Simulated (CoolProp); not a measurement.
Vapour-liquid equilibrium of n-heptane (1) + n-dodecane (2) at 181.05 °C; x and y are mole fractions of (1).

Model: multi-fluid Helmholtz-energy mixture model, Span 2003 and Lemmon 2004; pair parameters Bell 2016, in CoolProp.

Give the bubble pressure and the first vapour's composition at x = 0.25, 0.65, 0.75. Is there an azeotrope?

x = 0.25: 0.1816 MPa, y = 0.816; x = 0.65: 0.4421 MPa, y = 0.957; x = 0.75: 0.5110 MPa, y = 0.972. No azeotrope shows between x = 0.05 and 0.95.

Pair parameters are fitted to limited data, so mixtures are less certain than the pure fluids.
